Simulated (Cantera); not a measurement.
# Oxide etching and cleaning by halides: CaO + Cl2 + N2

Charge: 1 mol CaO, 2.9 mol Cl2, 19 mol N2, at 750 Torr.

Equilibrium computed with Cantera from the NASA thermochemical tables; the gas is ideal and each condensed phase is pure. Candidate condensed phases: Ca, CaCl2, CaO; 17 gas species. Condensed phases not in the tables: oxide chlorides. Rates play no part.

From 1375 K to 1775 K the condensed part is CaCl2(l). The main Ca-bearing gas is CaCl2 throughout. The share of Ca in condensed phases is highest at 1375 K (99.5 %) and lowest at 1775 K (9.8 %).

| T (K) | x N2 | x Cl2 | x Cl | x CaCl2 | x O2 | n CaCl2(l) |
|---|---|---|---|---|---|---|
| 1375 | 0.885 | 0.0850 | 0.00681 | 0.000226 | 0.0232 | 0.995 |
| 1425 | 0.883 | 0.0833 | 0.00992 | 0.000514 | 0.0231 | 0.989 |
| 1475 | 0.880 | 0.0810 | 0.0140 | 0.00110 | 0.0230 | 0.976 |
| 1525 | 0.877 | 0.0781 | 0.0193 | 0.00223 | 0.0228 | 0.952 |
| 1575 | 0.872 | 0.0743 | 0.0258 | 0.00429 | 0.0226 | 0.907 |
| 1625 | 0.866 | 0.0697 | 0.0336 | 0.00790 | 0.0224 | 0.827 |
| 1675 | 0.856 | 0.0643 | 0.0426 | 0.0140 | 0.0220 | 0.690 |
| 1725 | 0.843 | 0.0579 | 0.0526 | 0.0238 | 0.0216 | 0.464 |
| 1775 | 0.824 | 0.0508 | 0.0632 | 0.0391 | 0.0210 | 0.0984 |
x: gas mole fraction; n: condensed amount in mol.
